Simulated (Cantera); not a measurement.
An adiabatic, constant-volume homogeneous reactor starts with C₂H₄ : O₂ : N₂ : H₂O = 1 : 2.5 : 9.4 : 0.33 (molar parts), equivalence ratio 1.2, at 1650 K and 728 Torr. Integrator tolerance rtol = 1e-08.

Detailed kinetics in Cantera: GRI-Mech 3.0 (53 species, 325 reactions). GRI-Mech 3.0 was tuned for natural gas; its chemistry of ethylene as a main component is partial and can be far from experiment. Above 3000 K some thermodynamic fits are extrapolated.

Q: What does this change do: 0.94 parts H2 added?

A: 
```csv
quantity,before,after
time of steepest temperature rise,17.9 µs,12.6 µs
temperature at 3.00 s,3038 K,3053 K
equilibrium temperature,3038 K,3053 K
x(C₂H₄) at 3.00 s,<1e-12 (gas-phase equilibrium <1e-12),<1e-12 (gas-phase equilibrium <1e-12)
x(O₂) at 3.00 s,0.0155 (gas-phase equilibrium 0.0155),0.00777 (gas-phase equilibrium 0.00777)
x(H₂O) at 3.00 s,0.105 (gas-phase equilibrium 0.105),0.128 (gas-phase equilibrium 0.128)
x(OH) at 3.00 s,0.0260 (gas-phase equilibrium 0.0260),0.0250 (gas-phase equilibrium 0.0250)
x(CO₂) at 3.00 s,0.0430 (gas-phase equilibrium 0.0430),0.0303 (gas-phase equilibrium 0.0303)
x(H) at 3.00 s,0.0224 (gas-phase equilibrium 0.0224),0.0316 (gas-phase equilibrium 0.0316)
x(NO) at 3.00 s,0.0123 (gas-phase equilibrium 0.0123),0.00860 (gas-phase equilibrium 0.00860)
```

Q: What does this change do: constant pressure in place of constant volume?

A: 
```csv
quantity,before,after
time of steepest temperature rise,17.9 µs,19.6 µs
temperature at 3.00 s,3038 K,2870 K
equilibrium temperature,3038 K,2870 K
x(C₂H₄) at 3.00 s,<1e-12 (gas-phase equilibrium <1e-12),<1e-12 (gas-phase equilibrium <1e-12)
x(O₂) at 3.00 s,0.0155 (gas-phase equilibrium 0.0155),0.0137 (gas-phase equilibrium 0.0137)
x(H₂O) at 3.00 s,0.105 (gas-phase equilibrium 0.105),0.114 (gas-phase equilibrium 0.114)
x(OH) at 3.00 s,0.0260 (gas-phase equilibrium 0.0260),0.0215 (gas-phase equilibrium 0.0215)
x(CO₂) at 3.00 s,0.0430 (gas-phase equilibrium 0.0430),0.0503 (gas-phase equilibrium 0.0503)
x(H) at 3.00 s,0.0224 (gas-phase equilibrium 0.0224),0.0179 (gas-phase equilibrium 0.0179)
x(NO) at 3.00 s,0.0123 (gas-phase equilibrium 0.0123),0.00942 (gas-phase equilibrium 0.00942)
```

Q: What does this change do: initial temperature 1650 to 1250 K?

A: 
| quantity | before | after |
|---|---|---|
| time of steepest temperature rise | 17.9 µs | 0.178 ms |
| temperature at 3.00 s | 3038 K | 2949 K |
| equilibrium temperature | 3038 K | 2949 K |
| x(C₂H₄) at 3.00 s | <1e-12 (gas-phase equilibrium <1e-12) | <1e-12 (gas-phase equilibrium <1e-12) |
| x(O₂) at 3.00 s | 0.0155 (gas-phase equilibrium 0.0155) | 0.0118 (gas-phase equilibrium 0.0118) |
| x(H₂O) at 3.00 s | 0.105 (gas-phase equilibrium 0.105) | 0.119 (gas-phase equilibrium 0.119) |
| x(OH) at 3.00 s | 0.0260 (gas-phase equilibrium 0.0260) | 0.0201 (gas-phase equilibrium 0.0201) |
| x(CO₂) at 3.00 s | 0.0430 (gas-phase equilibrium 0.0430) | 0.0534 (gas-phase equilibrium 0.0534) |
| x(H) at 3.00 s | 0.0224 (gas-phase equilibrium 0.0224) | 0.0140 (gas-phase equilibrium 0.0140) |
| x(NO) at 3.00 s | 0.0123 (gas-phase equilibrium 0.0123) | 0.00969 (gas-phase equilibrium 0.00969) |
